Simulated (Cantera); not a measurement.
# Adiabatic ignition

An adiabatic, constant-volume homogeneous reactor starts with CH4 : CO : O2 : N2 = 1 : 0.31 : 2.48 : 20.8 (molar parts), equivalence ratio 0.87, at 1300 K and 1.01 bar.

Model: GRI-Mech 3.0 (53 species, 325 reactions), integrated in Cantera.

```tsv
t (s)	T (K)	P (bar)	x CH4	x CO	x O2	x H2O	x HO2	x CH2	x CO2
6.00e-6	1300	1.01	0.0407	0.0126	0.101	1.26e-9	6.48e-9	<1e-12	1.73e-9
1.59e-5	1300	1.01	0.0407	0.0126	0.101	5.08e-9	1.69e-8	<1e-12	4.79e-9
4.21e-5	1300	1.01	0.0407	0.0126	0.101	1.77e-8	4.33e-8	<1e-12	1.39e-8
0.000111	1300	1.01	0.0407	0.0126	0.101	6.97e-8	1.05e-7	<1e-12	4.46e-8
0.000295	1300	1.01	0.0407	0.0126	0.101	3.50e-7	2.19e-7	<1e-12	1.63e-7
0.000781	1300	1.01	0.0407	0.0126	0.101	2.20e-6	3.32e-7	<1e-12	6.28e-7
0.00207	1300	1.01	0.0406	0.0126	0.101	1.63e-5	3.97e-7	4.63e-12	2.35e-6
0.00548	1301	1.01	0.0405	0.0126	0.101	0.000108	9.10e-7	1.72e-11	1.06e-5
0.0145	1307	1.02	0.0396	0.0127	0.100	0.000822	3.81e-6	1.22e-10	7.50e-5
0.0384	2408	1.88	<1e-12	0.00633	0.0146	0.0773	1.55e-6	<1e-12	0.0470
0.102	2402	1.87	<1e-12	0.00635	0.0135	0.0774	1.44e-6	<1e-12	0.0469
0.269	2402	1.87	<1e-12	0.00636	0.0135	0.0774	1.44e-6	<1e-12	0.0469
0.713	2402	1.87	<1e-12	0.00636	0.0135	0.0774	1.44e-6	<1e-12	0.0469
1.89	2402	1.87	<1e-12	0.00636	0.0135	0.0774	1.44e-6	<1e-12	0.0469
5.00	2402	1.87	<1e-12	0.00636	0.0135	0.0774	1.44e-6	<1e-12	0.0469
```
x: mole fraction; the columns are a selection and need not sum to one.

```yaml
time_of_steepest_temperature_rise: 23.7 ms
temperature at 5.00 s: 2402 K
equilibrium_temperature: 2402 K
x(CH4) at 5.00 s: <1e-12 (gas-phase equilibrium <1e-12)
x(CO) at 5.00 s: 0.00636 (gas-phase equilibrium 0.00636)
x(O2) at 5.00 s: 0.0135 (gas-phase equilibrium 0.0135)
```
